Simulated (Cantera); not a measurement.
What does this Cantera script print?

```python
import numpy as np
import cantera as ct

gas = ct.Solution("h2o2.yaml")
gas.TPX = 1200, 3400, {'H2': 0.28, 'O2': 1}
reactor = ct.IdealGasConstPressureReactor(gas, energy="off", clone=False)
net = ct.ReactorNet([reactor])
net.rtol, net.atol = 1e-08, 1e-18
show = ['H2', 'O2', 'HO2', 'H2O2', 'OH', 'H2O']
times = np.geomspace(4e-05, 2, 10)

steps = ct.SolutionArray(gas, extra=["t"])
rows = []
print(f"{'t/s':>10s}{'T/K':>9s}{'P/Pa':>11s}" + "".join(f"{s:>11s}" for s in show))
for t in times:
    while net.time < t:
        t_next = net.step()
        steps.append(gas.state, t=t_next)
    rows.append([np.interp(t, steps.t, y) for y in (steps.T, steps.P, *steps(*show).X.T)])
    print(f"{t:10.3e}{rows[-1][0]:9.1f}{rows[-1][1]:11.4g}" + "".join(f"{x:11.3e}" for x in rows[-1][2:]))
rate = np.gradient(steps.T, steps.t)
print("integrator steps:", len(steps.t))
if steps.T.max() > steps.T[0] + 200:
    print(f"time of steepest temperature rise: {steps.t[rate.argmax()]:.4e} s")
gas.TPX = 1200, 3400, {'H2': 0.28, 'O2': 1}
gas.equilibrate("TP")
print(f"equilibrium (TP): T = {gas.T:.1f} K  " + "  ".join(f"{s} {gas[s].X[0]:.3e}" for s in show))
```

It prints:

```
       t/s      T/K       P/Pa         H2         O2        HO2       H2O2         OH        H2O
 4.000e-05   1200.0       3400  2.187e-01  7.812e-01  1.612e-08  1.449e-11  6.694e-09  1.612e-08
 1.331e-04   1200.0       3400  2.187e-01  7.812e-01  6.066e-08  1.668e-10  2.957e-07  1.292e-06
 4.429e-04   1200.0       3400  1.276e-01  7.319e-01  1.532e-05  9.948e-07  1.091e-02  6.557e-02
 1.474e-03   1200.0       3400  7.851e-03  7.005e-01  2.503e-05  1.018e-06  9.039e-03  2.014e-01
 4.903e-03   1200.0       3400  1.534e-03  7.450e-01  1.996e-05  1.087e-06  3.925e-03  2.389e-01
 1.632e-02   1200.0       3400  1.144e-04  7.534e-01  5.217e-06  4.436e-07  1.062e-03  2.448e-01
 5.429e-02   1200.0       3400  1.143e-05  7.542e-01  8.361e-07  1.316e-07  3.473e-04  2.454e-01
 1.806e-01   1200.0       3400  1.831e-06  7.543e-01  1.647e-07  3.992e-08  1.429e-04  2.455e-01
 6.011e-01   1200.0       3400  3.930e-07  7.544e-01  4.342e-08  1.235e-08  6.723e-05  2.456e-01
 2.000e+00   1200.0       3400  1.002e-07  7.544e-01  2.013e-08  3.890e-09  3.422e-05  2.456e-01
integrator steps: 1789
equilibrium (TP): T = 1200.0 K  H2 1.962e-08  O2 7.544e-01  HO2 2.355e-08  H2O2 9.424e-10  OH 1.509e-05  H2O 2.456e-01
```

Model: the H2/O2 subset of GRI-Mech 3.0, which has no nitrogen chemistry, integrated in Cantera. Radical loss at walls, strong at low pressure, is not modelled. The temperature is held fixed by assumption; the heat of reaction is taken as removed at once.
